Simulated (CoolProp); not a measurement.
Vapour-liquid equilibrium of propane (1) + cyclopropane (2) at 51.85 °C; x and y are mole fractions of (1).

Computed with CoolProp (multi-fluid Helmholtz-energy mixture model, Lemmon 2009 and Polt 1992; pair parameters Bell 2016). This equation is an older, rougher fit; its heat capacities, sound speeds and derivatives of the liquid may be far off and weren't checked against measurements.

```tsv
x	bubble pressure, mixture model (bar)	bubble pressure, Raoult's law (bar)	y, mixture model	y, Raoult's law
0.05	14.41	14.24	___	0.063
0.125	14.91	14.53	0.161	0.153
0.2	15.37	14.81	___	0.241
0.275	___	15.09	0.328	0.325
0.35	16.19	15.38	0.404	0.406
0.425	16.54	15.66	0.476	0.484
0.5	16.85	15.94	0.545	0.559
0.575	17.12	16.23	0.612	0.632
0.65	17.36	16.51	___	0.702
0.725	17.55	16.79	0.744	0.770
0.8	17.70	17.08	0.811	0.835
0.875	17.79	17.36	0.879	0.899
0.95	17.84	17.64	0.950	0.960
```

**Question.** Some entries are withheld; supply them.

**Answer.** 
- 0.05, y, mixture model: 0.067
- 0.2, y, mixture model: 0.248
- 0.275, bubble pressure, mixture model (bar): 15.80
- 0.65, y, mixture model: 0.678

The largest gap from Raoult's law is +5.7 % in bubble pressure, at x = 0.5. No azeotrope shows between x = 0.05 and 0.95.

Pair parameters are fitted to limited data, so mixtures are less certain than the pure fluids.
